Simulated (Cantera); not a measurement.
# Premixed flame

A freely propagating, adiabatic, planar premixed flame of 5.19 % CO, 4.36 % H₂, 3.12 % CH₄, 16.7 % O₂, 56.6 % N₂, 14.0 % CO₂, unburnt at 548 K and 0.132 atm; unity-Lewis-number transport, grid criteria slope 0.08 and curve 0.16, no radiation.

Model: GRI-Mech 3.0 (53 species, 325 reactions), integrated in Cantera. Unity Lewis numbers drop preferential diffusion, which matters most where H2 and H carry the flame. Burning velocities carry a grid error of a few per cent, more on coarse grids.

| z (mm) | T (K) | u (m/s) | x CO | x H₂ | x CH₄ | x CH₂ | x CH₂O | x H₂O |
|---|---|---|---|---|---|---|---|---|
| -9.82 | 548 | 0.893 | 0.0519 | 0.0436 | 0.0312 | <1e-8 | 2.60e-8 | 3.40e-6 |
| -6.55 | 548 | 0.894 | 0.0520 | 0.0436 | 0.0312 | <1e-8 | 2.79e-7 | 3.65e-5 |
| -4.91 | 550 | 0.896 | 0.0520 | 0.0436 | 0.0311 | <1e-8 | 1.20e-6 | 0.000158 |
| -3.27 | 559 | 0.912 | 0.0520 | 0.0433 | 0.0308 | <1e-8 | 8.24e-6 | 0.00111 |
| -1.64 | 668 | 1.09 | 0.0527 | 0.0403 | 0.0267 | <1e-8 | 7.18e-5 | 0.0120 |
| -0.819 | 887 | 1.44 | 0.0543 | 0.0337 | 0.0179 | 3.01e-7 | 0.000172 | 0.0357 |
| 0 | 1190 | 1.93 | 0.0549 | 0.0199 | 0.00435 | 1.93e-6 | 0.000173 | 0.0731 |
| 0.819 | 1329 | 2.15 | 0.0472 | 0.00809 | 0.000230 | 1.92e-7 | 1.60e-5 | 0.0904 |
| 1.64 | 1388 | 2.24 | 0.0398 | 0.00567 | 7.41e-6 | <1e-8 | 6.16e-7 | 0.0932 |
| 3.27 | 1464 | 2.35 | 0.0322 | 0.00524 | 1.53e-8 | <1e-8 | <1e-8 | 0.0949 |
| 6.55 | 1551 | 2.47 | 0.0267 | 0.00438 | <1e-8 | <1e-8 | <1e-8 | 0.0982 |
| 13.1 | 1636 | 2.59 | 0.0214 | 0.00319 | <1e-8 | <1e-8 | <1e-8 | 0.102 |
| 26.2 | 1710 | 2.69 | 0.0157 | 0.00214 | <1e-8 | <1e-8 | <1e-8 | 0.105 |
x: mole fraction of selected species; z is measured from the peak of heat release.

```
Property                      Value
------------------------  ---------
laminar burning velocity  89.3 cm/s
thermal thickness           3.27 mm
peak x(CH₂)                 2.02e-6
peak x(CH₂O)               0.000225
grid points                     135
```
